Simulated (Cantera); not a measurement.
# CO2 + H2O + O2 (abatement and gas-phase synthesis)

Input: 1 mol CO2, 5.5 mol H2O, 7.6 mol O2, at 325 °C and 3700 Pa.

Cantera equilibrium calculation (NASA polynomials, part measured and part estimated; ideal gas, pure solids and liquids). Candidate condensed phases: C, C6H6, C7H8, C8H18, H2O; 110 gas species. Kinetics and transport are ignored.

```json
{
 "x(O2)": "0.539",
 "x(H2O)": "0.390",
 "x(CO2)": "0.0709",
 "gas_amount": "14.10 mol",
 "log10 activity of C(graphite) (absent)": "-35.39"
}
```
